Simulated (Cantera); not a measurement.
An adiabatic, constant-pressure homogeneous reactor starts with C2H4 : O2 : N2 : H2O = 1 : 3.61 : 13.6 : 1.1 (molar parts), at 1725 K and 23.7 atm.

Computed with Cantera and GRI-Mech 3.0 (53 species, 325 reactions). GRI-Mech 3.0 was tuned for natural gas; its chemistry of ethylene as a main component is partial and can be far from experiment. The pressure lies above the range GRI-Mech 3.0 was tuned for (to about 10 atm). Above 3000 K some thermodynamic fits are extrapolated.

Question: Predict: time of steepest temperature rise; temperature at 5.00 s; equilibrium temperature; x(O2) at 5.00 s; x(H2O) at 5.00 s; x(OH) at 5.00 s; x(NO) at 5.00 s.

Answer: 
```
Quantity                                                           Value
---------------------------------  -------------------------------------
time of steepest temperature rise                                1.08 µs
temperature at 5.00 s                                             2991 K
equilibrium temperature                                           2991 K
x(O2) at 5.00 s                    0.0331 (gas-phase equilibrium 0.0331)
x(H2O) at 5.00 s                     0.140 (gas-phase equilibrium 0.140)
x(OH) at 5.00 s                    0.0175 (gas-phase equilibrium 0.0175)
x(NO) at 5.00 s                    0.0175 (gas-phase equilibrium 0.0175)
```
